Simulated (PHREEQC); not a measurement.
Dissolve 0.059 mol/kgw CdSO4 at 25 °C. It is in equilibrium with CO2 at log p = 0 (atm). Otherwise closed; pH follows from the charge balance.

Model: ion-association model, phreeqc.dat, run in PHREEQC.

The pH is 3.97, the ionic strength is 0.117 mol/kgw and the density is 1.009 g/cm³.

```
species     molality  activity   log γ
----------  --------  --------  ------
CO2           0.0329    0.0338   0.012
Cd+2          0.0291    0.0104  -0.448
CdSO4         0.0237    0.0244   0.012
SO4-2         0.0230   0.00813  -0.451
Cd(SO4)2-2   0.00610   0.00217  -0.448
HCO3-       0.000180  0.000140  -0.108
H+          0.000131  0.000107  -0.087
HSO4-       0.000110   8.46e-5  -0.112
CdHCO3+      5.97e-5   4.61e-5  -0.112
```

This is a speciation only: nothing precipitates in the calculation.
